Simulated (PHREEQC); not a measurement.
Solution (80 °C): 0.0051 mol KOH, 0.0012 mol HNO3 and 0.001 mol Ca(OH)2 per kg of water. Closed to the air; pH follows from the charge balance.

The numbers come from PHREEQC with the ion-association model, wateq4f.dat.

No solid was allowed to form.

**Question.** What pH does the model give?

**Answer.** pH 10.34.

At this temperature some constants are extrapolated from 25 °C, and those without enthalpy data are left unchanged.
